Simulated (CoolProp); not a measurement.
R404A along the isobar 12.7 MPa: fugacity coefficient from the reference equation and from simpler models built on Tc = 72.1 °C, pc = 3.735 MPa, ω = 0.293; each cubic takes its own stable root.

The numbers come from the reference Helmholtz-energy equation of state, Lemmon 2003 in CoolProp. It is a pseudo-pure fit of the blend.

```tsv
T (°C)	phase	reference	Redlich-Kwong	Soave-Redlich-Kwong	Peng-Robinson
36.25	liquid	0.1496	0.1871	0.1654	0.1529
52.15	liquid	0.1994	0.2353	0.2211	0.2044
68.05	liquid	0.2551	0.2864	0.2831	0.2619
83.85	supercritical	0.3147	0.3387	0.3488	0.3230
99.75	supercritical	0.3768	0.3915	0.4164	0.3861
115.65	supercritical	0.4388	0.4433	0.4831	0.4483
131.55	supercritical	0.4987	0.4931	0.5466	0.5078
147.45	supercritical	0.5547	0.5400	0.6054	0.5632
163.35	supercritical	0.6060	0.5835	0.6588	0.6139
179.15	supercritical	0.6520	0.6231	0.7066	0.6596
195.05	supercritical	0.6935	0.6594	0.7496	0.7010
210.95	supercritical	0.7306	0.6923	0.7879	0.7383
226.85	supercritical	0.7637	0.7221	0.8220	0.7718
```
